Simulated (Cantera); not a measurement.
A perfectly stirred reactor is fed with 13.3 % CO, 4.64 % H2, 9.04 % O2, 70.5 % N2, 2.52 % CO2, equivalence ratio 0.99, at 1.00 bar; it is adiabatic with a 450 K inlet, and is followed from long to short residence time, starting on the burning branch (τ in s: 0.3, 0.12, 0.048, 0.019, 0.0077, 0.0031, 0.0012, 0.00049, 0.0002, 7.9e-05).

Cantera simulation using GRI-Mech 3.0 (53 species, 325 reactions); the numbers are that mechanism's predictions, not measurements.

One state of this run: T (K) = 1715; x CO = 0.0200; x H2 = 0.00171; x O2 = 0.0112; x CO2 = 0.151; x OH = 0.00164. x: mole fraction; the columns are a selection and need not sum to one.

Task: Which value of τ (s) does it belong to?
A) 7.9e-5
B) 0.0031
C) 0.019
D) 0.048

Result: C, 0.019
